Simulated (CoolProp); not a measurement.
The numbers come from the reference Helmholtz-energy equation of state, Lemmon 2005 in CoolProp. It is a short technical equation, of lower accuracy than the large ones.

For isobutene, give the phase and the cp (kJ/(kg K)) at 176.85 °C and 0.186 MPa; 176.85 °C and 0.402 MPa; 176.85 °C and 2.74 MPa.


- 176.85 °C and 0.186 MPa: gas; cp 2.18
- 176.85 °C and 0.402 MPa: gas; cp 2.19
- 176.85 °C and 2.74 MPa: gas; cp 2.51
